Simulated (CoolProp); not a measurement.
Computed with CoolProp (reference Helmholtz-energy equation of state, Thol 2015).

**Question.** For octamethylcyclotetrasiloxane (D4), give the phase and the speed of sound (m/s), isothermal compressibility (1/MPa), expansivity (1/kK) at 455.3 K and 3.95 MPa; 488.3 K and 3.95 MPa.

**Answer.** 
- 455.3 K and 3.95 MPa: liquid; speed of sound 508, isothermal compressibility 0.00575, expansivity 1.60
- 488.3 K and 3.95 MPa: liquid; speed of sound 433, isothermal compressibility 0.00832, expansivity 1.81
